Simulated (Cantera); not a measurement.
An isothermal, constant-pressure homogeneous reactor starts with CH4 : H2O = 1 : 0.15 (molar parts), at 2150 K and 0.890 bar.

Computed with Cantera and GRI-Mech 3.0 (53 species, 325 reactions). GRI-Mech 3.0 stops at C3 and has no aromatics, soot or wall deposition, so with more carbon than oxygen in the feed, carbon stays in small species such as C2H2 where larger ones or solid carbon would form.

x: mole fraction; the columns are a selection and need not sum to one.

```
t (s)       x CH4     x H2O    x C2H6       x O     x HO2
--------  -------  --------  --------  --------  --------
2.00e-6     0.845     0.129  0.000251   1.11e-8    <1e-12
1.20e-5     0.575     0.115   0.00393   1.15e-7  6.95e-12
7.19e-5     0.142    0.0776  0.000328   5.69e-8  5.68e-12
0.000431   0.0273    0.0596   1.41e-5   4.72e-8  4.95e-12
0.00258       [?]       [?]       [?]       [?]  1.14e-12
0.0155    0.00237  0.000598   1.27e-7  5.59e-10    <1e-12
0.0928    0.00163   2.55e-7   6.97e-8    <1e-12    <1e-12
0.557     0.00163   2.55e-7   6.97e-8    <1e-12    <1e-12
3.34      0.00163   2.55e-7   6.97e-8    <1e-12    <1e-12
20.0      0.00163   2.55e-7   6.97e-8    <1e-12    <1e-12
```

Task: Fill in the missing entries.

Result: 
- 0.00258, x CH4: 0.00900
- 0.00258, x H2O: 0.0269
- 0.00258, x C2H6: 1.62e-6
- 0.00258, x O: 2.43e-8
